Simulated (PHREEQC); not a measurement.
Make-up at 25 °C: 0.3 mol NiSO4, 1 mol KCl and 0.014 mol H2SO4 per kg of water. Closed to the air; pH follows from the charge balance.

The numbers come from PHREEQC with the ion-association model, wateq4f.dat.

This is a speciation only: nothing precipitates in the calculation.

Q: Predict the pH.

A: pH 2.13.

Q: In which forms is S present?

A: SO4-2 36 %, NiSO4 30 %, KSO4- 28 %, HSO4- 5.7 % of the S.

The ionic strength is past about 0.7 mol/kgw, beyond the range of this activity model, so the values are rough.
